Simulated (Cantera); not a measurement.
An isothermal, constant-pressure homogeneous reactor starts with C2H6 : N2 = 1 : 30 (molar parts), at 1373 K and 1.60 bar.

Cantera simulation using GRI-Mech 3.0 (53 species, 325 reactions); the numbers are that mechanism's predictions, not measurements. GRI-Mech 3.0 stops at C3 and has no aromatics, soot or wall deposition, so with more carbon than oxygen in the feed, carbon stays in small species such as C2H2 where larger ones or solid carbon would form.

x: mole fraction; the columns are a selection and need not sum to one.

```csv
t (s),x C2H6,x CH4,x HCN,x C2H4,x H2
8.00e-5,0.0310,0.000161,1.60e-9,0.000969,0.000925
0.000363,0.0243,0.00110,5.68e-9,0.00668,0.00658
0.00165,0.00676,0.00435,8.89e-9,0.0191,0.0234
0.00750,(withheld),0.00604,9.62e-9,(withheld),(withheld)
0.0341,1.40e-5,0.00617,9.58e-9,0.00960,0.0427
0.155,5.21e-6,0.00624,9.53e-9,0.00377,0.0481
0.704,3.23e-6,0.00636,9.54e-9,0.00224,0.0493
3.20,3.26e-6,0.00679,9.60e-9,0.00219,0.0488
14.5,3.40e-6,0.00803,9.88e-9,0.00208,0.0471
66.0,3.59e-6,0.00910,1.10e-8,0.00199,0.0456
300,3.60e-6,0.00914,1.62e-8,0.00198,0.0456
```

Task: Complete the blanks.

Result: 
- 0.00750, x C2H6: 0.000198
- 0.00750, x C2H4: 0.0157
- 0.00750, x H2: 0.0368
